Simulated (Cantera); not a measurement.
## Stirred combustor or abatement burner

A perfectly stirred reactor is fed with H2 : O2 : N2 = 1 : 0.862 : 3.24 (molar parts), equivalence ratio 0.58, at 10.0 bar; it is adiabatic with a 423 K inlet, and is followed from long to short residence time, starting on the burning branch (τ in s: 0.033, 0.016, 0.0081, 0.004, 0.002, 0.00098, 0.00048, 0.00024, 0.00012, 5.9e-05, 2.9e-05, 1.4e-05, 7.1e-06).

Computed with Cantera and GRI-Mech 3.0 (53 species, 325 reactions). The hydrogen kinetics of GRI-Mech 3.0 are dated; newer H2 mechanisms differ, most at raised pressure.

```
τ (s)    T (K)      x H2    x O2   x H2O2     x HO2      x OH
-------  -----  --------  ------  -------  --------  --------
0.033     1908   6.66e-5  0.0784  3.02e-7   2.93e-6  0.000931
0.016     1907   9.55e-5  0.0784  3.40e-7   3.45e-6   0.00101
0.0081    1907  0.000142  0.0784  4.00e-7   4.33e-6   0.00114
0.0040    1905  0.000222  0.0784  4.98e-7   5.96e-6   0.00133
0.0020    1903  0.000349  0.0783  6.39e-7   8.68e-6   0.00158
0.00098   1900  0.000559  0.0783  8.41e-7   1.33e-5   0.00192
0.00048   1895  0.000896  0.0783  1.11e-6   2.08e-5   0.00234
0.00024   1888   0.00142  0.0783  1.45e-6   3.24e-5   0.00285
0.00012   1877   0.00223  0.0784  1.89e-6   5.02e-5   0.00344
5.9e-5    1861   0.00355  0.0787  2.44e-6   7.76e-5   0.00413
2.9e-5    1837   0.00565  0.0792  3.14e-6  0.000118   0.00486
1.4e-5    1798   0.00917  0.0804  4.10e-6  0.000177   0.00555
7.1e-6    1742    0.0148  0.0827  5.50e-6  0.000255   0.00591
```
x: mole fraction; the columns are a selection and need not sum to one.
